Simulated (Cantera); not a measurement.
Charge: 1 mol Si₂H₆, 29 mol CO₂, equilibrated at 13.0 Pa.

These are equilibrium values from Cantera (NASA tables, ideal gas, pure condensed phases), not measurements of a reactor. Candidate condensed phases: C, C₆H₆, C₇H₈, C₈H₁₈, H₂O, Si, SiC, SiO₂; 123 gas species. The feed counts by its element totals alone. The tables hold silica as quartz up to 1696 K and as liquid above; real silica turns to tridymite and cristobalite and melts near 1996 K. Kinetics and transport are ignored. All values below are at 1075 °C.

Base state: CO₂ 0.700, CO 0.206, H₂O 0.0815, H₂ 0.0123, H 2.25e-5 (mole fractions); condensed: SiO₂(β-quartz).

Problem. What changes in the equilibrium state with this change: CO₂ from 29 to 18 mol?

Solution. 
```
species               before    after
-------------------  -------  -------
CO₂                    0.700    0.555
CO                     0.206    0.302
H₂O                   0.0815    0.112
H₂                    0.0123   0.0311
H                    2.25e-5  3.58e-5
SiO₂(β-quartz), mol     2.00     2.00
```
